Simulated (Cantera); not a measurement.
## Moist CO burnout

A perfectly stirred reactor is fed with 0.619 % CO, 3.28 % O2, 5.01 % H2O, 91.1 % N2, at 310000 Pa; it is held at 1000 K, and followed from long to short residence time.

Cantera simulation using GRI-Mech 3.0 (53 species, 325 reactions); the numbers are that mechanism's predictions, not measurements.

| τ (s) | x CO | x O2 | x H2O | x H2 | x CO2 |
|---|---|---|---|---|---|
| 27 | 0.000673 | 0.0301 | 0.0502 | 1.92e-6 | 0.00554 |
| 5.8 | 0.00157 | 0.0306 | 0.0502 | 4.63e-6 | 0.00464 |
| 1.2 | 0.00331 | 0.0314 | 0.0502 | 9.24e-6 | 0.00289 |
| 0.27 | 0.00507 | 0.0322 | 0.0501 | 9.49e-6 | 0.00113 |
| 0.058 | 0.00595 | 0.0327 | 0.0501 | 3.39e-6 | 0.000242 |
| 0.013 | 0.00618 | 0.0328 | 0.0501 | 1.56e-7 | 1.40e-5 |
| 0.0027 | 0.00619 | 0.0328 | 0.0501 | 1.49e-10 | 1.73e-8 |
x: mole fraction; the columns are a selection and need not sum to one.
